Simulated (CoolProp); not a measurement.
Vapour-liquid equilibrium of CHF3 (R23) (1) + CH2F2 (R32) (2) at 0.00903 MPa; x and y are mole fractions of (1).

Computed with CoolProp (multi-fluid Helmholtz-energy mixture model, Penoncello 2003 and Tillner-Roth 1997; pair parameters Bell 2016).

```csv
x,bubble temperature (K),y at the bubble point,dew temperature at overall composition x (K),liquid density (mol/L)
0.05,179.8,0.287,182.8,25.19
0.125,175.6,0.539,181.9,…
0.2,172.3,0.683,…,24.88
0.275,169.8,…,180.0,24.68
0.35,167.7,0.833,178.9,24.47
0.425,165.9,0.876,177.7,24.24
0.5,164.4,0.907,176.3,…
0.575,163.0,…,174.9,23.77
0.65,161.9,0.948,173.2,23.52
0.725,160.8,0.963,171.2,23.28
0.8,159.9,0.975,168.9,23.04
0.875,159.0,0.986,165.9,22.79
0.95,158.2,0.995,161.8,22.55
```

**Question.** Some entries are withheld; supply them.

**Answer.** 
- 0.125, liquid density (mol/L): 25.06
- 0.2, dew temperature at overall composition x (K): 181.0
- 0.275, y at the bubble point: 0.773
- 0.5, liquid density (mol/L): 24.01
- 0.575, y at the bubble point: 0.930

No azeotrope shows between x = 0.05 and 0.95.

Pair parameters are fitted to limited data, so mixtures are less certain than the pure fluids.
